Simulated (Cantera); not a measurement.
Low-pressure radical oxidation in H2/O2

An isothermal, constant-pressure homogeneous reactor starts with H₂ : O₂ = 0.35 : 1 (molar parts), at 1425 K and 130 Pa.

Detailed kinetics in Cantera: GRI-Mech 3.0 (53 species, 325 reactions). Radical loss at walls, strong at low pressure, is not modelled. The temperature is held fixed by assumption; the heat of reaction is taken as removed at once.

| t (s) | x H₂ | x O₂ | x H | x HO₂ | x H₂O₂ | x OH |
|---|---|---|---|---|---|---|
| 2.00e-5 | 0.259 | 0.741 | 1.19e-8 | 1.23e-8 | 1.35e-12 | 4.62e-10 |
| 6.55e-5 | 0.259 | 0.741 | 3.68e-8 | 4.03e-8 | 1.45e-11 | 4.33e-9 |
| 0.000215 | 0.259 | 0.741 | 1.21e-7 | 1.32e-7 | 1.54e-10 | 3.47e-8 |
| 0.000703 | 0.259 | 0.741 | 8.36e-7 | 4.31e-7 | 1.61e-9 | 3.61e-7 |
| 0.00230 | 0.259 | 0.741 | 0.000128 | 1.34e-6 | 1.55e-8 | 5.90e-5 |
| 0.00754 | 0.0167 | 0.584 | 0.0855 | 5.50e-7 | 2.42e-8 | 0.0222 |
| 0.0247 | 0.0160 | 0.584 | 0.0842 | 5.51e-7 | 2.38e-8 | 0.0219 |
| 0.0809 | 0.0158 | 0.587 | 0.0813 | 5.57e-7 | 2.41e-8 | 0.0218 |
| 0.265 | 0.0150 | 0.596 | 0.0723 | 5.75e-7 | 2.51e-8 | 0.0214 |
| 0.869 | 0.0121 | 0.623 | 0.0480 | 6.19e-7 | 2.73e-8 | 0.0197 |
| 2.85 | 0.00524 | 0.671 | 0.0118 | 6.00e-7 | 2.53e-8 | 0.0134 |
| 9.32 | 0.000687 | 0.697 | 0.000530 | 2.53e-7 | 1.12e-8 | 0.00495 |
| 30.5 | 7.02e-5 | 0.701 | 1.72e-5 | 6.87e-8 | 3.28e-9 | 0.00159 |
| 100 | 1.21e-5 | 0.702 | 1.23e-6 | 7.18e-8 | 1.35e-9 | 0.000660 |
x: mole fraction; the columns are a selection and need not sum to one.

Equilibrium at this temperature and pressure: H₂ 6.53e-6, O₂ 0.702, H 4.87e-7, HO₂ 8.95e-8, H₂O₂ 1.18e-9, OH 0.000485 (gas phase only).
